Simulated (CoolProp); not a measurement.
Computed with CoolProp (reference Helmholtz-energy equation of state, Lemmon 2006). It is a short technical equation, of lower accuracy than the large ones.

Q: Give the vapour pressure (MPa), vapour density (kg/m³), enthalpy of vaporisation (kJ/kg), liquid viscosity (µPa s) of saturated R142b at -69.05, -31.65, -22.25 °C.

A: 
```tsv
T (°C)	p (MPa)	vapour density (kg/m³)	enthalpy of vaporisation (kJ/kg)	liquid viscosity (µPa s)
-69.05	0.00377	0.224	255	789
-31.65	0.0368	1.88	236	449
-22.25	0.0576	2.86	231	397
```

Viscosity comes from a separate model (Huber 2003), an estimate that may be off by 10 % or more.
